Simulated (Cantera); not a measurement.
## Thermodynamics of silicon epitaxy and polysilicon growth, feed SiH4 + HCl + H2

Charge: 1 mol SiH4, 0.99 mol HCl, 13 mol H2, at 1 atm.

Equilibrium computed with Cantera from the NASA thermochemical tables; the gas is ideal and each condensed phase is pure. Candidate condensed phases: Si; 19 gas species. The tables' values for SiCl3 are old estimates; treat these amounts as uncertain. Gases not in the tables: Si2H6 and higher silanes. The numbers say what is thermodynamically allowed, not how fast it happens.

```json
[
 {"T (°C)": "552", "log p H2": "0.00", "log p HCl": "-2.98", "log p SiHCl3": "-2.02", "log p SiCl4": "-2.09", "log p SiCl2": "-5.90", "n Si(s)": "0.712", "n Si(l)": "0"},
 {"T (°C)": "702", "log p H2": "0.00", "log p HCl": "-2.29", "log p SiHCl3": "-2.07", "log p SiCl4": "-2.11", "log p SiCl2": "-4.37", "n Si(s)": "0.730", "n Si(l)": "0"},
 {"T (°C)": "852", "log p H2": "-0.01", "log p HCl": "-1.82", "log p SiHCl3": "-2.17", "log p SiCl4": "-2.22", "log p SiCl2": "-3.30", "n Si(s)": "0.772", "n Si(l)": "0"},
 {"T (°C)": "1002", "log p H2": "-0.01", "log p HCl": "-1.52", "log p SiHCl3": "-2.42", "log p SiCl4": "-2.53", "log p SiCl2": "-2.61", "n Si(s)": "0.828", "n Si(l)": "0"},
 {"T (°C)": "1152", "log p H2": "-0.02", "log p HCl": "-1.38", "log p SiHCl3": "-2.91", "log p SiCl4": "-3.17", "log p SiCl2": "-2.26", "n Si(s)": "0.862", "n Si(l)": "0"},
 {"T (°C)": "1302", "log p H2": "-0.02", "log p HCl": "-1.34", "log p SiHCl3": "-3.55", "log p SiCl4": "-4.00", "log p SiCl2": "-2.14", "n Si(s)": "0.869", "n Si(l)": "0"},
 {"T (°C)": "1452", "log p H2": "-0.02", "log p HCl": "-1.34", "log p SiHCl3": "-4.16", "log p SiCl4": "-4.79", "log p SiCl2": "-2.11", "n Si(s)": "0", "n Si(l)": "0.872"}
]
```
log p: log10 of the partial pressure in bar; n: condensed amount in mol.

From 552 °C to 1302 °C the condensed part is Si(s). At 1452 °C the condensed part is Si(l). The main Si-bearing gas is SiHCl3 at 552 °C and SiCl2 at 1452 °C. The share of Si in condensed phases is highest at 1452 °C (87.2 %) and lowest at 552 °C (71.2 %).
